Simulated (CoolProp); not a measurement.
cis-2-butene at several states: Z from the reference equation and from simpler models built on Tc = 162.6 °C, pc = 4.236 MPa, ω = 0.202; each cubic takes its own stable root.

Values from CoolProp's reference Helmholtz-energy equation of state, Lemmon 2005. It is a short technical equation, of lower accuracy than the large ones.

```csv
T (°C),p (MPa),phase,reference
51.75,1.94,liquid,0.06885
-71.95,0.307,liquid,0.01428
165.25,0.0157,gas,0.9987
179.35,0.278,gas,0.9795
```

How far does each simpler model (Redlich-Kwong, Soave-Redlich-Kwong, Peng-Robinson) lie from the reference over these 4 states: mean and median of the absolute difference, and the worst?


- Redlich-Kwong: mean 5.7 %, median 5.2 %, worst +12.4 % at 51.75 °C and 1.94 MPa
- Soave-Redlich-Kwong: mean 4.5 %, median 4.5 %, worst +9.2 % at -71.95 °C and 0.307 MPa
- Peng-Robinson: mean 1.7 %, median 1.5 %, worst -3.9 % at 51.75 °C and 1.94 MPa
